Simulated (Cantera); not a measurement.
Feed: 1 mol B2H6, 1.8 mol H2, at 2200 °C.

These are equilibrium values from Cantera (NASA tables, ideal gas, pure condensed phases), not measurements of a reactor. Candidate condensed phases: B; 7 gas species. The feed counts by its element totals alone. Gases not in the tables: B2H6 and higher boranes. Kinetics and transport are ignored.

Problem. What share of the B ends up in condensed phases as a function of P (Pa), at 10, 32, 100, 320, 1000, 3200, 10000, 32000, 100000?

Solution. 
```json
[
 {"P (Pa)": "10", "B condensed (%)": "0.0", "as": "-"},
 {"P (Pa)": "32", "B condensed (%)": "0.0", "as": "-"},
 {"P (Pa)": "100", "B condensed (%)": "76.1", "as": "B(l)"},
 {"P (Pa)": "320", "B condensed (%)": "93.0", "as": "B(l)"},
 {"P (Pa)": "1000", "B condensed (%)": "97.3", "as": "B(l)"},
 {"P (Pa)": "3200", "B condensed (%)": "98.6", "as": "B(l)"},
 {"P (Pa)": "10000", "B condensed (%)": "99.0", "as": "B(l)"},
 {"P (Pa)": "32000", "B condensed (%)": "99.1", "as": "B(l)"},
 {"P (Pa)": "100000", "B condensed (%)": "99.1", "as": "B(l)"}
]
```
